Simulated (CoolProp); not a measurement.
Tetrahydrofuran at 478.15 K and 12.6 MPa is throttled through a valve to 0.671 MPa with no heat exchange. Each further row changes one setting.

The numbers come from the reference Helmholtz-energy equation of state, Fiedler 2023 in CoolProp.

```
case                       temperature change (K)                       final phase  final density (kg/m³)
-------------------------  ----------------------  --------------------------------  ---------------------
as stated                                   -66.3  two-phase, vapour fraction 0.443                   35.0
outlet pressure 0.201 MPa                  -116.3  two-phase, vapour fraction 0.657                   7.66
outlet pressure 0.872 MPa                   -53.3  two-phase, vapour fraction 0.374                   52.6
```
